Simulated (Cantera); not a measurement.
Equilibrium for roasting and sulfation: MgO + SO3 + H2O

A closed system holds: 1 mol MgO, 4.3 mol SO3, 0.041 mol H2O, equilibrated at 0.0500 bar.

Cantera equilibrium calculation (NASA polynomials, part measured and part estimated; ideal gas, pure solids and liquids). Candidate condensed phases: H2O, H2SO4, Mg, MgO, Mg(OH)2, MgS, MgSO4, S; 26 gas species. Kinetics and transport are ignored.

| T (°C) | log p SO3 | log p SO2 | log p O2 | log p H2O | log p H2SO4 | n MgSO4(s) | n MgO(s) |
|---|---|---|---|---|---|---|---|
| 452 | -1.38 | -2.29 | -2.59 | -3.24 | -5.17 | 1.00 | 0 |
| 502 | -1.45 | -2.03 | -2.33 | -3.26 | -5.69 | 1.00 | 0 |
| 552 | -1.56 | -1.83 | -2.14 | -3.28 | -6.20 | 1.00 | 0 |
| 602 | -1.71 | -1.70 | -2.00 | -3.31 | -6.71 | 1.00 | 0 |
| 652 | -1.89 | -1.61 | -1.91 | -3.33 | -7.22 | 1.00 | 0 |
| 702 | -2.10 | -1.56 | -1.86 | -3.35 | -7.70 | 1.00 | 0 |
| 752 | -2.31 | -1.53 | -1.83 | -3.37 | -8.16 | 1.00 | 0 |
| 802 | -2.51 | -1.51 | -1.81 | -3.37 | -8.58 | 1.00 | 0 |
| 852 | -2.71 | -1.50 | -1.80 | -3.38 | -8.97 | 1.00 | 0 |
| 902 | -2.89 | -1.49 | -1.79 | -3.38 | -9.33 | 1.00 | 0 |
| 952 | -3.06 | -1.49 | -1.79 | -3.50 | -9.77 | 0 | 1.00 |
| 1002 | -3.22 | -1.49 | -1.79 | -3.50 | -10.07 | 0 | 1.00 |
log p: log10 of the partial pressure in bar; n: condensed amount in mol.

From 452 °C to 902 °C the condensed part is MgSO4(s). From 952 °C to 1002 °C the condensed part is MgO(s).
